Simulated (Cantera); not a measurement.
Feed: 1 mol HMDSO, 0.49 mol N2O, 9.9 mol N2, equilibrated at 10000 Pa.

Points: T (K) = 575, 675, 775, 875, 975, 1075, 1175, 1275, 1375, 1475, 1575.

Cantera's Mixture.equilibrate('TP', solver="vcs", rtol=1e-11, max_steps=5000) on the NASA tables stopped like this:

```
T = 575 K  P = 10000 Pa  gas = 14.89 mol
   x: N2 6.415e-01  CH4 2.458e-01  H2 1.126e-01  NH3 1.968e-04
   condensed (mol): C(gr) 2.34  SiO2(Lqz) 0.3267  Si2N2O(s) 0.8367
ERROR: FAILURE its = 5001!

*******************************************************************************
CanteraError thrown by MultiPhase::equilibrate:
VCS solver failed. Return code: -1
*******************************************************************************
```

Q: What got this run through?

A: One answer among several that fit: The failure is numerical, not chemical. The same input converged with solver="gibbs", rtol=1e-10, max_steps=50000, and the result passed a check of the equilibrium conditions:
```
T = 575 K  P = 10000 Pa  gas = 14.89 mol
   x: N2 6.415e-01  CH4 2.458e-01  H2 1.126e-01  NH3 1.968e-04
   condensed (mol): C(gr) 2.34  SiO2(Lqz) 0.3267  Si2N2O(s) 0.8367
T = 675 K  P = 10000 Pa  gas = 16.47 mol
   x: N2 5.798e-01  H2 2.939e-01  CH4 1.261e-01  NH3 1.588e-04
   condensed (mol): C(gr) 3.923  SiO2(Lqz) 0.3267  Si2N2O(s) 0.8367
T = 775 K  P = 10000 Pa  gas = 17.88 mol
   x: N2 5.342e-01  H2 4.282e-01  CH4 3.750e-02
   condensed (mol): C(gr) 5.329  SiO2(Lqz) 0.3266  Si2N2O(s) 0.8367
T = 875 K  P = 10000 Pa  gas = 18.38 mol
   x: N2 5.198e-01  H2 4.704e-01  CH4 9.660e-03
   condensed (mol): C(gr) 5.821  SiO2(hqz) 0.3257  Si2N2O(s) 0.8371
T = 975 K  P = 10000 Pa  gas = 18.51 mol
   x: N2 5.158e-01  H2 4.804e-01  CH4 2.900e-03  CO 8.142e-04
   condensed (mol): C(gr) 5.931  SiO2(hqz) 0.3163  Si2N2O(s) 0.8418
T = 1075 K  P = 10000 Pa  gas = 18.61 mol
   x: N2 5.112e-01  H2 4.814e-01  CO 6.239e-03  CH4 1.045e-03
   condensed (mol): C(gr) 5.864  SiO2(hqz) 0.2488  Si2N2O(s) 0.8756
T = 1175 K  P = 10000 Pa  gas = 18.87 mol
   x: N2 4.976e-01  H2 4.760e-01  CO 2.592e-02  CH4 4.339e-04
   condensed (mol): C(gr) 5.502  Si2N2O(s) 1
T = 1275 K  P = 10000 Pa  gas = 18.88 mol
   x: N2 4.974e-01  H2 4.763e-01  CO 2.594e-02  CH4 2.103e-04
   condensed (mol): C(gr) 5.505  Si2N2O(s) 1
T = 1375 K  P = 10000 Pa  gas = 18.88 mol
   x: N2 4.973e-01  H2 4.764e-01  CO 2.595e-02  HCN 1.965e-04  CH4 1.130e-04
   condensed (mol): C(gr) 5.504  Si2N2O(s) 1
T = 1475 K  P = 10000 Pa  gas = 18.88 mol
   x: N2 4.972e-01  H2 4.763e-01  CO 2.595e-02  HCN 4.300e-04
   condensed (mol): C(gr) 5.5  Si2N2O(s) 1
T = 1575 K  P = 10000 Pa  gas = 18.88 mol
   x: N2 4.969e-01  H2 4.761e-01  CO 2.593e-02  HCN 8.507e-04
   condensed (mol): C(gr) 5.493  Si2N2O(s) 0.9997
```

The gas is ideal and each condensed phase is pure. The feed counts by its element totals alone. Mutual solubility and eutectic melting of coexisting phases are not modelled.
